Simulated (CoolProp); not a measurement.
Vapour-liquid equilibrium of R22 (1) + ethanol (2) at 26.55 °C; x and y are mole fractions of (1).

Model: multi-fluid Helmholtz-energy mixture model, Kamei 1995 and Schroeder 2014; pair parameters Bell 2016, in CoolProp.

```csv
x,bubble pressure (MPa),y at the bubble point,dew pressure at overall composition x (MPa),liquid density (mol/L)
0.05,0.09369,0.910,0.009073,16.93
0.15,0.2723,0.970,0.01014,16.76
0.25,0.4414,0.982,0.01149,16.57
0.35,0.5833,0.987,0.01326,16.35
0.45,0.6914,0.990,0.01566,16.10
0.55,0.7691,0.991,0.01913,15.80
0.65,0.8273,0.993,0.02456,15.46
0.75,0.8797,0.994,0.03430,15.06
0.85,0.9416,0.995,0.05685,14.59
0.95,1.029,0.998,0.1661,14.03
```

No azeotrope shows between x = 0.05 and 0.95.

Pair parameters are fitted to limited data, so mixtures are less certain than the pure fluids. The gap from Raoult's law changes sign with composition, which may be real or a fault of the pair parameters; it wasn't checked against measurements. With so large a gap from Raoult's law the liquid may split in two, which this calculation doesn't test in full.
